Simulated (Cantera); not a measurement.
Cantera with NASA thermochemical tables; ideal gases at 1 bar, condensed phases pure. Values are per mole of reaction as written; species without (g) are pure solids or liquids, kept so even where they would boil at 1 bar.

4 Cu + CO2(g) ⇌ C + 2 Cu2O

| T (K) | ΔH° (kJ) | ΔS° (J/K) | ΔG° (kJ) | log10 K | condensed phases |
|---|---|---|---|---|---|
| 1023 | ___ | ___ | ___ | ___ | Cu(s), C(graphite), Cu2O(s) |
| 1123 | 61.1 | -143.8 | 222.6 | -10.35 | Cu(s), C(graphite), Cu2O(s) |
| 1223 | ___ | ___ | ___ | ___ | Cu(s), C(graphite), Cu2O(s) |
| 1323 | ___ | ___ | ___ | ___ | Cu(s), C(graphite), Cu2O(s) |
| 1423 | ___ | ___ | ___ | ___ | Cu(l), C(graphite), Cu2O(s) |
| 1523 | 145.7 | -91.4 | 284.9 | -9.77 | Cu(l), C(graphite), Cu2O(l) |
| 1623 | 149.1 | -89.2 | 293.9 | -9.46 | Cu(l), C(graphite), Cu2O(l) |
| 1723 | 152.5 | -87.2 | 302.7 | -9.18 | Cu(l), C(graphite), Cu2O(l) |
| 1823 | 155.9 | -85.3 | 311.4 | -8.92 | Cu(l), C(graphite), Cu2O(l) |

Fill in the missing entries.


- 1023, ΔH° (kJ): 59.6
- 1023, ΔS° (J/K): -145.2
- 1023, ΔG° (kJ): 208.2
- 1023, log10 K: -10.63
- 1223, ΔH° (kJ): 62.7
- 1223, ΔS° (J/K): -142.4
- 1223, ΔG° (kJ): 236.9
- 1223, log10 K: -10.12
- 1323, ΔH° (kJ): 64.4
- 1323, ΔS° (J/K): -141.1
- 1323, ΔG° (kJ): 251.1
- 1323, log10 K: -9.91
- 1423, ΔH° (kJ): 13.7
- 1423, ΔS° (J/K): -178.5
- 1423, ΔG° (kJ): 267.7
- 1423, log10 K: -9.82
